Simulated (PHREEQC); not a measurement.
**Metal-bearing waste water: speciation**

A solution holds 0.053 mol Al2(SO4)3, 0.007 mol NaHCO3 and 0.017 mol NaCl per kg of water, at 85 °C. Closed to the air; pH follows from the charge balance.

Model: ion-association model, phreeqc.dat, run in PHREEQC.

Each row changes one thing in this solution. Precipitation was switched off in this run.

| case | pH | ionic strength (mol/kgw) | AlSO4+ (mol/kgw) | SO4-2 (mol/kgw) | Al(SO4)2- (mol/kgw) | Na+ (mol/kgw) | SI of Al(OH)3(a) (Al(OH)3) | SI of Halite (NaCl) |
|---|---|---|---|---|---|---|---|---|
| as made | 3.65 | 0.185 | 0.0663 | 0.0377 | 0.0261 | 0.0225 | +0.31 | -5.33 |
| diluted 10-fold with water | 3.52 | 0.0259 | 0.00737 | 0.00613 | 0.000917 | 0.00235 | -0.47 | ? |
| NaHCO3 left out | ? | 0.176 | 0.0696 | 0.0345 | 0.0256 | 0.0160 | -0.60 | ? |
| 0.00056 mol/kgw HCl added | ? | 0.185 | 0.0665 | 0.0375 | 0.0260 | 0.0225 | +0.26 | -5.31 |
| NaCl from 0.017 to 0.0034 mol/kgw | 3.67 | ? | 0.0661 | 0.0374 | 0.0267 | 0.00972 | +0.34 | -6.38 |
| diluted 5-fold with water | 3.55 | 0.0465 | 0.0147 | 0.0108 | 0.00271 | 0.00465 | -0.26 | -6.60 |

Problem. Some entries are withheld; supply them.

Solution. 
- diluted 10-fold with water, SI of Halite (NaCl): -7.16
- NaHCO3 left out, pH: 3.33
- NaHCO3 left out, SI of Halite (NaCl): -5.47
- 0.00056 mol/kgw HCl added, pH: 3.64
- NaCl from 0.017 to 0.0034 mol/kgw, ionic strength (mol/kgw): 0.169

Species that the database lacks are ignored. Some of these states are supersaturated (in Al(OH)3(a), Gibbsite (slow to form), for instance). Away from 25 °C the constants follow the database's enthalpies or fits; those with neither stay at their 25 °C values.
